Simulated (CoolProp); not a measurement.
A Linde-Hampson liquefier for carbon monoxide: isothermal reversible compression at 250 K from 1 atm to 15 MPa, throttling to 1 atm, return gas leaving the recuperator 10 K below the feed. Each further row changes one setting.

Computed with CoolProp (reference Helmholtz-energy equation of state, Lemmon 2006). It is a short technical equation, of lower accuracy than the large ones.

```json
[
 {"case": "as stated", "liquid yield per pass": "0.096", "compression work (kJ/kg of gas)": "363"},
 {"case": "high pressure 30 MPa", "liquid yield per pass": "0.144", "compression work (kJ/kg of gas)": "415"},
 {"case": "warm-end temperature 280 K", "liquid yield per pass": "0.063", "compression work (kJ/kg of gas)": "412"},
 {"case": "warm-end gap 15 K", "liquid yield per pass": "0.083", "compression work (kJ/kg of gas)": "363"}
]
```
